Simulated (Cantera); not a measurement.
An isothermal, constant-pressure homogeneous reactor starts with C2H6 : H2 = 1 : 9.2 (molar parts), at 1348 K and 0.000820 bar.

Detailed kinetics in Cantera: GRI-Mech 3.0 (53 species, 325 reactions). GRI-Mech 3.0 stops at C3 and has no aromatics, soot or wall deposition, so with more carbon than oxygen in the feed, carbon stays in small species such as C2H2 where larger ones or solid carbon would form. Radical loss at walls, strong at low pressure, is not modelled.

One state of this run: x C2H6 = 6.27e-5; x H2 = 0.858; x H = 0.000235; x CH4 = 0.0990; x C2H2 = 0.0152. x: mole fraction; the columns are a selection and need not sum to one.

**Question.** Which value of t (s) does it belong to?
A) 3.21e-5
B) 0.00206
C) 9.07e-5
D) 0.374

**Answer.** D, 0.374
